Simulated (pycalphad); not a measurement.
All values are pycalphad results on the COST 507 light-alloy database (1999) (1 atm), not direct measurements. These are 1990s assessments: newer ones move some temperatures and phases.

Task: How does the equilibrium phase assembly of Si-16.83Al (wt.%) change on cooling from 1850 K to 500 K?

Result: 
```
T (K)          phases above         phases below
------  -------------------  -------------------
1597.5               LIQUID  DIAMOND_A4 + LIQUID
850.1   DIAMOND_A4 + LIQUID  DIAMOND_A4 + FCC_A1
```
Changes were sought between steps of 25 K, so a narrower field can be missed.

FCC_A1 is fcc; DIAMOND_A4 is diamond (Si).
